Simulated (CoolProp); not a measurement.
Properties of CHF3 (R23) along the isobar 6.12 bar (Tc = 26.1 °C, pc = 48.32 bar, ω = 0.263).

Computed with CoolProp (reference Helmholtz-energy equation of state, Penoncello 2003).

```tsv
T (°C)	phase	cv (kJ/(kg K))	Joule-Thomson coefficient (K/MPa)	isothermal compressibility (1/MPa)	viscosity (µPa s)	conductivity (mW/(m K))
-5.95	gas	0.6051	18.19	1.768	13.5	12.8
-2.05	gas	0.6069	17.35	1.760	13.6	13.0
1.85	gas	0.6092	16.56	1.752	13.8	13.2
5.75	gas	0.6119	15.83	1.746	14.0	13.4
9.65	gas	0.6150	15.15	1.739	14.2	13.6
13.55	gas	0.6184	14.51	1.733	14.4	13.8
17.45	gas	0.6221	13.92	1.728	14.6	14.0
21.35	gas	0.6260	13.36	1.723	14.8	14.2
25.15	gas	0.6299	12.85	1.719	15.0	14.4
29.05	gas	0.6341	12.35	1.714	15.1	14.6
32.95	gas	0.6385	11.89	1.710	15.3	14.8
36.85	gas	0.6430	11.45	1.707	15.5	15.0
40.75	gas	0.6476	11.03	1.703	15.7	15.2
44.65	gas	0.6523	10.64	1.700	15.9	15.4
48.55	gas	0.6570	10.27	1.697	16.0	15.6
52.45	gas	0.6618	9.916	1.694	16.2	15.8
```

Viscosity comes from a separate model (Shan 2000). Thermal conductivity comes from a separate model (Shan 2000).
